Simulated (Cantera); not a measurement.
Cantera run:

```python
import numpy as np
import cantera as ct

gas_names = """
    Ca CaF CaF2 CaO CaOH CaO2H2 Ca2 F FO FO2 F2 F2O H HF HOF HO2 H2 H2F2 H2O H2O2 H3F3 H4F4 H5F5 H6F6
    H7F7 O OH O2 O3
""".split()
cond_names = """
    Ca(a) Ca(b) Ca(L) CaF2(a) CaF2(b) CaF2(L) CaO(s) CaO(L) CaO2H2(s) H2O(s) H2O(L)
""".split()


# ... load() reads the species with a 1 bar reference pressure and builds the phases ...
atoms = {
    'CaO': {'Ca': 1, 'O': 1},
    'F2': {'F': 2},
    'HF': {'H': 1, 'F': 1},
}
top_T = {}  # K; cautious upper limits of use, not melting points


# ... equilibrate(T, P, feed) seeds the gas with the atoms and calls Mixture.equilibrate('TP', solver="vcs", rtol=1e-11, max_steps=5000) ...
results = []
feed = {'CaO': 1, 'F2': 0.62, 'HF': 0.0039}  # mol
P = 2.3  # Pa
for T in [600, 700, 800, 900, 1000, 1100, 1200, 1300, 1400, 1500, 1600, 1700, 1800, 1900]:
    mix = equilibrate(T, P, feed)
    results.append((T, P, feed, dict(zip(mix.species_names, mix.species_moles))))

top = {s: max(r[3][s] / sum(r[3][g] for g in gas_names) for r in results) for s in gas_names}
cols = sorted((s for s in top if top[s] > 1e-06), key=lambda s: -top[s])[:7]
seen = [c for c in cond_names if any(r[3].get(c, 0) > 1e-12 for r in results)]
print("log10 of partial pressures in bar; condensed amounts in mol")
print(f"{'T/K':>10s}" + "".join(f"{s[:9]:>10s}" for s in cols + seen))
for T, P, feed, n in results:
    ng = sum(n[g] for g in gas_names)
    print(f"{T:10.4g}" + "".join(f"{np.log10(max(n[s] / ng * P / 1e5, 1e-99)):10.3f}" for s in cols)
          + "".join(f"{n.get(c, 0):10.4g}" for c in seen))
```

Output:

```
log10 of partial pressures in bar; condensed amounts in mol
       T/K        O2      CaF2         O        HF       H2O       CaF         F   CaF2(a)   CaF2(b)    CaO(s)
       600    -4.641   -27.908   -20.891   -12.600    -6.842   -44.459   -28.954    0.6219         0    0.3781
       700    -4.641   -22.509   -17.766   -10.822    -6.842   -36.349   -24.290    0.6219         0    0.3781
       800    -4.641   -18.482   -15.418    -9.492    -6.843   -30.287   -20.793    0.6219         0    0.3781
       900    -4.641   -15.370   -13.589    -8.463    -6.848   -25.588   -18.075    0.6219         0    0.3781
      1000    -4.641   -12.897   -12.124    -7.658    -6.877   -21.843   -15.903    0.6218         0    0.3782
      1100    -4.642   -10.890   -10.924    -7.054    -7.003   -18.791   -14.128    0.6213         0    0.3787
      1200    -4.643    -9.232    -9.922    -6.692    -7.383   -16.258   -12.653    0.6206         0    0.3794
      1300    -4.644    -7.841    -9.074    -6.571    -8.068   -14.125   -11.407    0.6199         0    0.3799
      1400    -4.648    -6.662    -8.348    -6.553    -8.818   -12.305   -10.343     0.617         0      0.38
      1500    -4.687    -5.661    -7.736    -6.589    -9.553   -10.732    -9.438         0    0.5871      0.38
      1600    -5.119    -4.817    -7.398    -7.019   -10.965    -9.274    -8.759         0         0      0.38
      1700    -5.122    -4.818    -6.911    -7.021   -10.714    -8.457    -8.436         0         0      0.38
      1800    -5.130    -4.820    -6.480    -7.027   -10.500    -7.732    -8.149         0         0    0.3797
      1900    -5.149    -4.826    -6.100    -7.042   -10.327    -7.084    -7.895         0         0    0.3784
```

Equilibrium computed with Cantera from the NASA thermochemical tables; the gas is ideal and each condensed phase is pure. Mutual solubility and eutectic melting of coexisting phases are not modelled.
